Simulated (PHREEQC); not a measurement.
0.095 g of hydrous ferric oxide (600 m²/g; 0.2 weak and 0.005 strong sites per Fe, Dzombak-Morel constants, diffuse double layer) in 1 kg of water with 0.1 mol/kgw of an inert sodium salt and 1.8e-05 mol/kgw MnCl2, at 25 °C; the pH is set by adding NaOH or the inert anion's acid. The system is closed to oxygen. No CO2 enters from the air. No solid was allowed to form.

All values are PHREEQC results (ion-association model, wateq4f.dat), not measurements.

```csv
pH,Mn sorbed (%),surface charge σ (C/m²),surface potential ψ (mV)
3,0.0,0.363,153
3.5,0.0,0.350,151
4,0.0,0.321,147
4.5,0.0,0.273,138
5,0.0,0.215,…
5.5,0.2,0.159,111
6,1.4,0.112,94
6.5,7.7,0.074,74
7,21.9,0.046,…
7.5,38.8,…,32
8,69.3,0.008,11
8.5,93.2,-0.008,-11
9,99.0,-0.027,-35
```

Question: Fill in the missing entries.

Answer: 
- 5, surface potential ψ (mV): 126
- 7, surface potential ψ (mV): 54
- 7.5, surface charge σ (C/m²): 0.025

The oxide is taken as insoluble; below pH 4 it would dissolve.
